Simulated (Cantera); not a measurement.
Cantera run:

```python
import numpy as np
import cantera as ct

gas_names = """
    Fe FeO N NO NO2 NO3 N2 N2O O O2 O3
""".split()
cond_names = """
    Fe(a) Fe(c) Fe(d) Fe(L) FeO(s) FeO(L) Fe2O3(s) Fe3O4(s)
""".split()


# ... load() reads the species with a 1 bar reference pressure and builds the phases ...
atoms = {
    'Fe2O3': {'Fe': 2, 'O': 3},
    'O2': {'O': 2},
    'N2': {'N': 2},
}
top_T = {'Fe2O3(s)': 1830, 'Fe3O4(s)': 1870}  # K; cautious upper limits of use, not melting points


# ... equilibrate(T, P, feed) seeds the gas with the atoms and calls Mixture.equilibrate('TP', solver="vcs", rtol=1e-11, max_steps=5000) ...
results = []
feed = {'Fe2O3': 1, 'O2': 1.3, 'N2': 0.76}  # mol
P = 1800  # Pa
for T in [625, 725, 825, 925, 1025, 1125, 1225, 1325, 1425, 1525, 1625, 1725]:
    mix = equilibrate(T, P, feed)
    results.append((T, P, feed, dict(zip(mix.species_names, mix.species_moles))))

top = {s: max(r[3][s] / sum(r[3][g] for g in gas_names) for r in results) for s in gas_names}
cols = sorted((s for s in top if top[s] > 1e-06), key=lambda s: -top[s])[:6]
seen = [c for c in cond_names if any(r[3].get(c, 0) > 1e-12 for r in results)]
print("log10 of partial pressures in bar; condensed amounts in mol")
print(f"{'T/K':>10s}" + "".join(f"{s[:9]:>10s}" for s in cols + seen))
for T, P, feed, n in results:
    ng = sum(n[g] for g in gas_names)
    print(f"{T:10.4g}" + "".join(f"{np.log10(max(n[s] / ng * P / 1e5, 1e-99)):10.3f}" for s in cols)
          + "".join(f"{n.get(c, 0):10.4g}" for c in seen))
```

It prints:

```
log10 of partial pressures in bar; condensed amounts in mol
       T/K        O2        N2        NO         O       NO2  Fe2O3(s)  Fe3O4(s)
       625    -1.945    -2.178    -9.039   -18.668    -9.118         1         0
       725    -1.945    -2.178    -7.986   -15.771    -8.736         1         0
       825    -1.945    -2.178    -7.188   -13.572    -8.446         1         0
       925    -1.945    -2.178    -6.562   -11.845    -8.218         1         0
      1025    -1.945    -2.178    -6.059   -10.454    -8.034         1         0
      1125    -1.945    -2.178    -5.645    -9.308    -7.882         1         0
      1225    -1.945    -2.178    -5.298    -8.348    -7.753         1         0
      1325    -1.945    -2.178    -5.004    -7.532    -7.644         1         0
      1425    -1.945    -2.178    -4.751    -6.830    -7.550         1         0
      1525    -1.945    -2.179    -4.531    -6.220    -7.467         1         0
      1625    -1.927    -2.213    -4.347    -5.674    -7.393         0    0.6667
      1725    -1.927    -2.214    -4.177    -5.200    -7.329         0    0.6667
```

These are equilibrium values from Cantera (NASA tables, ideal gas, pure condensed phases), not measurements of a reactor.
